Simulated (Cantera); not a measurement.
Charge: 1 mol BF3, 12 mol H2, held at 1550 K and 0.370 bar.

Equilibrium computed with Cantera from the NASA thermochemical tables; the gas is ideal and each condensed phase is pure. Candidate condensed phases: B; 20 gas species. The tables' values for BF2 are old estimates; treat these amounts as uncertain. Rates play no part.

Question: What is the equilibrium state?

Answer: 
```
Quantity                             Value
-------------------------------  ---------
x(H2)                                0.914
x(BF3)                              0.0681
x(HF)                              0.00881
x(BHF2)                            0.00741
x(BF2)                             0.00128
x(BF)                              5.56e-5
x(H)                               4.95e-5
gas amount                       13.01 mol
log10 activity of B(s) (absent)      -1.59
```
